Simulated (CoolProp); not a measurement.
Vapour-liquid equilibrium of n-octane (1) + p-xylene (2) at 213.35 °C; x and y are mole fractions of (1).

Model: multi-fluid Helmholtz-energy mixture model, Beckmüller 2019 and Zhou 2012; pair parameters Bell 2016, in CoolProp.

```tsv
x	bubble pressure (MPa)	y at the bubble point	dew pressure at overall composition x (MPa)	liquid density (mol/L)
0.05	0.5461	0.071	0.5417	6.200
0.125	0.5662	0.167	0.5574	6.029
0.2	0.5842	0.254	0.5730	5.866
0.275	0.6006	0.335	0.5885	5.709
0.35	0.6155	0.411	0.6036	5.560
0.425	0.6290	0.483	0.6182	5.416
0.5	0.6415	0.553	0.6322	5.279
0.575	0.6530	0.621	0.6454	5.147
0.65	0.6636	0.688	0.6577	5.021
0.725	0.6733	0.755	0.6691	4.899
0.8	0.6824	0.821	0.6796	4.783
0.875	0.6908	0.888	0.6892	4.671
0.95	0.6985	0.955	0.6980	4.563
```

No azeotrope shows between x = 0.05 and 0.95.

The pair parameters rest on a limited set of measurements; away from them the model extrapolates.
